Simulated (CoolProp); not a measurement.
Vapour-liquid equilibrium of methanol (1) + water (2) at 0.0643 bar; x and y are mole fractions of (1).

Values from CoolProp's multi-fluid Helmholtz-energy mixture model, de Reuck 1993 and Wagner 2002; pair parameters Bell 2016.

Question: Give the bubble temperature and the first vapour's composition at x = 0.05, 0.35, 0.8. Is there an azeotrope?

Answer: x = 0.05: 304.6 K, y = 0.310; x = 0.35: 290.0 K, y = 0.785; x = 0.8: 283.0 K, y = 0.940. No azeotrope shows between x = 0.05 and 0.95.

The pair parameters rest on a limited set of measurements; away from them the model extrapolates.
